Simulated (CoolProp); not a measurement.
Vapour-liquid equilibrium of C2F6 (R116) (1) + propane (2) at 216.3 K; x and y are mole fractions of (1).

Computed with CoolProp (multi-fluid Helmholtz-energy mixture model, Lemmon 2006 and Lemmon 2009; pair parameters Bell 2016).

Problem. Give the bubble pressure and the first vapour's composition at x = 0.05, 0.2, 0.95. Is there an azeotrope?

Solution. x = 0.05: 1.378 bar, y = 0.640; x = 0.2: 2.374 bar, y = 0.800; x = 0.95: 2.785 bar, y = 0.956. No azeotrope shows between x = 0.05 and 0.95.

The pair parameters rest on a limited set of measurements; away from them the model extrapolates. With so large a gap from Raoult's law the liquid may split in two, which this calculation doesn't test in full.
